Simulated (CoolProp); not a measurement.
Vapour-liquid equilibrium of CH2F2 (R32) (1) + propylene (2) at 9.4 bar; x and y are mole fractions of (1).

Computed with CoolProp (multi-fluid Helmholtz-energy mixture model, Tillner-Roth 1997 and Lemmon 2013; pair parameters Bell 2016).

### Question
Give the bubble temperature and the first vapour's composition at x = 0.05, 0.45, 0.55. Is there an azeotrope?

### Answer
x = 0.05: 12.2 °C, y = 0.141; x = 0.45: -1.0 °C, y = 0.557; x = 0.55: -1.6 °C, y = 0.601. y crosses x between x = 0.55 and 0.65: the model has an azeotrope there.

The pair parameters rest on a limited set of measurements; away from them the model extrapolates.
